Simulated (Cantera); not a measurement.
A closed system holds: 1 mol CS₂, 3 mol O₂, at 0.100 bar.

Method: chemical equilibrium by Gibbs-energy minimisation in Cantera with the NASA 1993 tables (ideal gas, pure condensed phases). Candidate condensed phases: C, S; 22 gas species. Kinetics and transport are ignored.

Question: At 1925 K, list the 5 most abundant gas species with their mole fractions, and the condensed phases.

Answer: SO₂ 0.661, CO₂ 0.322, CO 0.00937, O₂ 0.00561, SO 0.00204. Condensed: gas only.
